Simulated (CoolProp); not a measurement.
Vapour-liquid equilibrium of cyclohexane (1) + n-heptane (2) at 0.112 MPa; x and y are mole fractions of (1).

Values from CoolProp's multi-fluid Helmholtz-energy mixture model, Zhou 2014 and Span 2003; pair parameters Bell 2016.

```json
[
 {"x": "0.05", "bubble temperature (°C)": "100.7", "y at the bubble point": "0.079", "dew temperature at overall composition x (°C)": "101.1", "liquid density (mol/L)": "6.191"},
 {"x": "0.125", "bubble temperature (°C)": "99.0", "y at the bubble point": "0.190", "dew temperature at overall composition x (°C)": "100.0", "liquid density (mol/L)": "6.336"},
 {"x": "0.2", "bubble temperature (°C)": "97.4", "y at the bubble point": "0.292", "dew temperature at overall composition x (°C)": "98.8", "liquid density (mol/L)": "6.486"},
 {"x": "0.275", "bubble temperature (°C)": "95.8", "y at the bubble point": "0.385", "dew temperature at overall composition x (°C)": "97.7", "liquid density (mol/L)": "6.641"},
 {"x": "0.35", "bubble temperature (°C)": "94.4", "y at the bubble point": "0.471", "dew temperature at overall composition x (°C)": "96.4", "liquid density (mol/L)": "6.802"},
 {"x": "0.425", "bubble temperature (°C)": "93.0", "y at the bubble point": "0.549", "dew temperature at overall composition x (°C)": "95.2", "liquid density (mol/L)": "6.970"},
 {"x": "0.5", "bubble temperature (°C)": "91.6", "y at the bubble point": "0.622", "dew temperature at overall composition x (°C)": "93.8", "liquid density (mol/L)": "7.143"},
 {"x": "0.575", "bubble temperature (°C)": "90.3", "y at the bubble point": "0.689", "dew temperature at overall composition x (°C)": "92.5", "liquid density (mol/L)": "7.324"},
 {"x": "0.65", "bubble temperature (°C)": "89.1", "y at the bubble point": "0.752", "dew temperature at overall composition x (°C)": "91.1", "liquid density (mol/L)": "7.512"},
 {"x": "0.725", "bubble temperature (°C)": "88.0", "y at the bubble point": "0.811", "dew temperature at overall composition x (°C)": "89.7", "liquid density (mol/L)": "7.708"},
 {"x": "0.8", "bubble temperature (°C)": "86.8", "y at the bubble point": "0.866", "dew temperature at overall composition x (°C)": "88.2", "liquid density (mol/L)": "7.913"},
 {"x": "0.875", "bubble temperature (°C)": "85.8", "y at the bubble point": "0.918", "dew temperature at overall composition x (°C)": "86.7", "liquid density (mol/L)": "8.128"},
 {"x": "0.95", "bubble temperature (°C)": "84.7", "y at the bubble point": "0.968", "dew temperature at overall composition x (°C)": "85.1", "liquid density (mol/L)": "8.352"}
]
```

No azeotrope shows between x = 0.05 and 0.95.

Pair parameters are fitted to limited data, so mixtures are less certain than the pure fluids.
